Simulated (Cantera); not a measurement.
A closed system holds: 1 mol BF₃, 2 mol O₂, 4.7 mol H₂, held at 600 °C and 7.80 mbar.

Equilibrium computed with Cantera from the NASA thermochemical tables; the gas is ideal and each condensed phase is pure. Gases not in the tables: H₃BO₃. Equilibrium is a limit: real reactors are often held back by kinetics, nucleation or transport.

| species | before | after |
|---|---|---|
| H₂O | 0.563 | 0.380 |
| H₂ | 0.118 | 0.323 |
| HF | 0.221 | 0.188 |
| BF₃ | 0.0883 | 0.0990 |
| (HBO₂)₃ | 0.00213 | 0.00118 |
| HBO₂ | 1.03e-5 | 8.50e-6 |
| B₃O₃F₃ | 0.00739 | 0.00829 |
| BOF | 2.01e-5 | 2.09e-5 |
| B₂O₃(l), mol | 0.155 | 0.125 |
Gas species are given as mole fractions.

Question: Name the change that produced these shifts.
(A) H₂ from 4.7 to 0.13 mol
(B) pressure from 7.80 mbar to 0.150 bar
(C) O₂ from 2 to 1.4 mol
(D) O₂ from 2 to 0.11 mol

Answer: C, O₂ from 2 to 1.4 mol
